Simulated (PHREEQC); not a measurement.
A solution holds 0.0104 mol/kgw LiOH, 2e-05 mol/kgw Na2SiO3 and 0.00118 mol/kgw K2CO3, at 25 °C. Closed to the air; pH follows from the charge balance.

Computed with PHREEQC (ion-association model, wateq4f.dat).

Precipitation was switched off in this run.

Task: Estimate the pH.

Result: pH 11.96.

Task: In which forms is Na present?

Result: Na+ 99 %, NaCO3- 1.3 % of the Na.

Complexes and solids missing from the database can't appear.
